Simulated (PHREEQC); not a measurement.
Solution A (0.24 mol/kgw HCl, 0.0013 mol/kgw MnSO4 and 7.4e-05 mol/kgw Fe2(SO4)3) is mixed with solution B (25 mmol/kgw KHCO3 and 24 mmol/kgw NH3) at 25 °C; shares are by mass of water, 1 kg in all. No oxygen is let in. The system is closed to CO2. Only these solids could form: Rhodochrosite, Fe(OH)3(a), Pyrochroite, Sylvite, Jarosite-K.

The series has 11 steps of share of solution B, from 0 to 1.

Computed with PHREEQC (ion-association model, phreeqc.dat).

**Question.** Which solids form, in which order, and at which step of the series does each first stand?

**Answer.** Fe(OH)3(a) from share of solution B = 0.9 (pH 7.13), last present at share of solution B = 0.9; Rhodochrosite from share of solution B = 0.9 (pH 7.13), last present at share of solution B = 0.9.

**Question.** Between which two steps does the pH jump most, and from what to what?

**Answer.** Between share of solution B = 0.8 and 0.9: from 2.13 to 7.13.

Species that the database lacks are ignored. Carbamate, which ammonia and carbonate form, is missing from the database.
